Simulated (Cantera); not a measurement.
Gas mixture: 39.0 % O₂, 61.0 % N₂O, at 23.0 Pa, frozen composition.

Cantera's kinetic-theory transport with the Lennard-Jones parameters of GRI-Mech 3.0, ideal gas; thermal conductivity in the mixture-averaged form. The composition is frozen, though it would react at the higher temperatures.

D: mixture-averaged diffusion coefficient of that species in the mixture.

| T (K) | ρ (kg/m³) | cp (J/kg/K) | μ (µPa s) | λ (mW/m/K) | Pr | D (cm²/s) O | D (cm²/s) N₂ | D (cm²/s) OH |
|---|---|---|---|---|---|---|---|---|
| 400 | 0.000272 | 961.1 | 21.4 | ___ | 0.722 | 2030 | 1280 | 1990 |
| 500 | 0.000218 | 1020 | 25.6 | ___ | 0.724 | 2990 | 1890 | 2930 |
| 600 | 0.000181 | 1070 | 29.5 | ___ | 0.726 | 4090 | 2590 | 4010 |
| 700 | 0.000155 | 1112 | 33.1 | ___ | 0.728 | 5320 | 3370 | 5210 |
| 800 | 0.000136 | 1148 | 36.4 | ___ | 0.730 | 6670 | 4230 | 6530 |
| 900 | 0.000121 | 1178 | 39.6 | ___ | 0.731 | 8130 | 5170 | 7960 |
| 1000 | 0.000109 | 1202 | 42.6 | 70.1 | 0.731 | 9700 | 6170 | 9490 |
| 1100 | 9.89e-5 | 1221 | 45.5 | ___ | 0.730 | 11400 | 7240 | 11100 |

**Question.** Some entries are withheld; supply them.

**Answer.** 
- 400, λ (mW/m/K): 28.5
- 500, λ (mW/m/K): 36.1
- 600, λ (mW/m/K): 43.5
- 700, λ (mW/m/K): 50.6
- 800, λ (mW/m/K): 57.4
- 900, λ (mW/m/K): 63.9
- 1100, λ (mW/m/K): 76.1
